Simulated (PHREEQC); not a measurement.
1 kg of water holding 0.054 mol NaCl, 0.005 mol Na2CO3, 0.015 mol Na2SO4 and 0.21 mol NaOH is evaporated at 90 °C; the solids stay in contact with the brine. The system is closed to CO2. Solids allowed: Burkeite, Halite, Mirabilite, Nahcolite, Natron, Thenardite, Trona. Others were left out.

All values are PHREEQC results (Pitzer model, pitzer.dat), not measurements.

```tsv
water left (kg)	ionic strength	water activity	Cl in solution (mol/kgw)
1	0.324	0.991	0.0540
0.6755	0.480	0.986	0.0799
0.375	0.864	(withheld)	0.144
0.2082	1.56	(withheld)	0.259
0.1407	2.30	(withheld)	0.384
0.09502	3.41	(withheld)	0.568
0.05276	6.14	(withheld)	1.02
0.0293	11.1	(withheld)	1.84
0.01979	16.4	0.739	2.73
```

Question: What belongs in the gaps?

Answer: 
- 0.375, water activity: 0.975
- 0.2082, water activity: 0.953
- 0.1407, water activity: 0.929
- 0.09502, water activity: 0.892
- 0.05276, water activity: 0.802
- 0.0293, water activity: 0.694

Species that the database lacks are ignored. Away from 25 °C the constants follow the database's enthalpies or fits; those with neither stay at their 25 °C values.
